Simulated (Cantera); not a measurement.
Charge: 1 mol CO2, 0.24 mol O2, 7.8 mol H2, held at 477 °C and 1.00 bar.

Equilibrium computed with Cantera from the NASA thermochemical tables; the gas is ideal and each condensed phase is pure. Candidate condensed phases: C, C6H6, C7H8, C8H18, H2O; 110 gas species. The numbers say what is thermodynamically allowed, not how fast it happens.

Base state: H2 0.507, H2O 0.348, CH4 0.138, CO2 0.00535, CO 0.00127 (mole fractions); condensed: gas only.

Q: What changes in the equilibrium state with this change: O2 from 0.24 to 3.5 mol?

A: 
```tsv
species	before	after
H2O	0.348	0.799
CO2	0.00535	0.111
H2	0.507	0.0871
CH4	0.138	0.000476
CO	0.00127	0.00198
```

Q: What changes in the equilibrium state with this change: temperature from 477 °C to 627 °C?

A: 
```csv
species,before,after
H2,0.507,0.671
H2O,0.348,0.204
CH4,0.138,0.0498
CO,0.00127,0.0443
CO2,0.00535,0.0309
```
